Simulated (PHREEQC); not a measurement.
PHREEQC input (Pitzer model, pitzer.dat):

```
SOLUTION 1
  temp 15
  units mol/kgw
  pH 7 charge
  Cl 0.37
  Ca 0.0065
  Mg 0.17
  Na 0.017
END
USE solution 1
INCREMENTAL_REACTIONS false
REACTION 1
  H2O -1
  0 9.886 18.011 24.689 30.178 34.689 38.397 41.444
  43.949 46.007 47.699 49.089 50.232 51.172 51.944 52.578
  53.1 53.528 53.88 54.17 moles
EQUILIBRIUM_PHASES 1
  Bischofite 0 0
  Brucite 0 0
  Halite 0 0
  Portlandite 0 0
  MgCl2_4H2O 0 0
SELECTED_OUTPUT 1
  -reset false
  -pH true
  -pe true
  -ionic_strength true
  -water true
  -activities H2O
  -totals Ca Cl Mg Na
  -molalities H+ Na+ Mg+2 Ca+2 Cl- OH- MgOH+
  -equilibrium_phases Bischofite Brucite Halite Portlandite MgCl2_4H2O
PRINT
  -reset false
END
```

Selected output (columns that matter, 15 of 20 rows; water left (kg) added in front):

```
water left (kg)	pH	mu	Ca	Cl	Mg	Na	m_H+	m_Na+	m_Mg+2	m_Ca+2	m_Cl-	la_H2O	Bischofite	Halite
1	6.7247	0.5465	0.0065	0.37	0.17	0.017	2.2826e-07	0.017	0.17	0.0065	0.37	-0.0038688	0	0
0.821894	6.687	0.66493	0.0079086	0.45018	0.20684	0.020684	2.427e-07	0.020684	0.20684	0.0079086	0.45018	-0.004745	0	0
0.555203	6.596	0.98433	0.011707	0.66642	0.30619	0.030619	2.761e-07	0.030619	0.30619	0.011707	0.66642	-0.0072072	0	0
0.456313	6.54	1.1976	0.014245	0.81085	0.37255	0.037255	2.9592e-07	0.037255	0.37255	0.014245	0.81085	-0.0089398	0	0
0.375043	6.4744	1.4572	0.017331	0.98655	0.45328	0.045328	3.187e-07	0.045328	0.45328	0.017331	0.98655	-0.011152	0	0
0.253345	6.3033	2.1571	0.025657	1.4605	0.67102	0.067102	3.7779e-07	0.067102	0.67102	0.025657	1.4605	-0.017753	0	0
0.208215	6.1905	2.6247	0.031218	1.777	0.81646	0.081646	4.1779e-07	0.081646	0.81646	0.031218	1.777	-0.02273	0	0
0.140655	5.8859	3.8854	0.046212	2.6306	1.2086	0.12086	5.3522e-07	0.12086	1.2086	0.046212	2.6306	-0.038673	0	0
0.115613	5.6811	4.727	0.056222	3.2003	1.4704	0.14704	6.2437e-07	0.14704	1.4704	0.056222	3.2003	-0.051525	0	0
0.0950203	5.4308	5.7514	0.068406	3.8939	1.7891	0.17891	7.4666e-07	0.17891	1.7891	0.068406	3.8939	-0.069711	0	0
0.0641769	4.7557	8.5155	0.10128	5.7653	2.6489	0.26489	1.1612e-06	0.26489	2.6489	0.10128	5.7653	-0.13358	0	0
0.0527548	4.3099	10.359	0.12321	7.0136	3.2225	0.32225	1.5111e-06	0.32225	3.2225	0.12321	7.0136	-0.18887	0	0
0.0433504	3.7742	12.607	0.14994	8.5351	3.9215	0.39215	2.0173e-06	0.39215	3.9215	0.14994	8.5351	-0.27077	0	0
0.0271742	2.6809	17.389	0.2392	11.616	5.5329	0.072092	3.2632e-06	0.072092	5.5329	0.2392	11.616	-0.49775	0.019647	0.015041
0.0135626	2.658	17.603	0.47926	11.759	5.3651	0.069965	3.3843e-06	0.069965	5.3651	0.47926	11.759	-0.50315	0.097235	0.016051
```
